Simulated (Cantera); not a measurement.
Source: NASA polynomial tables (part measured, part estimated), evaluated in Cantera. Values are per mole of reaction as written; species without (g) are pure solids or liquids, kept so even where they would boil at 1 bar.

C + 2 Si → Si₂C(g), with ΔH° = 535.6 kJ and ΔS° = 198.9 J/K at 300 K.

**Question.** How far is the shortcut ΔG° ≈ ΔH°(300 K) − T·ΔS°(300 K) from the full temperature-dependent value at 2075, 2150, 2225, 2300, 2375, 2450, 2525, 2600, 2675 K?

**Answer.** 
| T (K) | shortcut (kJ) | full (kJ) | difference (kJ) | difference in log10 K | condensed phases |
|---|---|---|---|---|---|
| 2075 | 122.8 | 169.9 | -47.1 | 1.19 | C(graphite), Si(l) |
| 2150 | 107.8 | 161.3 | -53.5 | 1.30 | C(graphite), Si(l) |
| 2225 | 92.9 | 152.8 | -59.9 | 1.41 | C(graphite), Si(l) |
| 2300 | 78.0 | 144.3 | -66.3 | 1.51 | C(graphite), Si(l) |
| 2375 | 63.1 | 135.9 | -72.8 | 1.60 | C(graphite), Si(l) |
| 2450 | 48.2 | 127.5 | -79.3 | 1.69 | C(graphite), Si(l) |
| 2525 | 33.2 | 119.1 | -85.9 | 1.78 | C(graphite), Si(l) |
| 2600 | 18.3 | 110.8 | -92.5 | 1.86 | C(graphite), Si(l) |
| 2675 | 3.4 | 102.5 | -99.1 | 1.94 | C(graphite), Si(l) |
The shortcut ignores heat capacities and the phase changes listed.
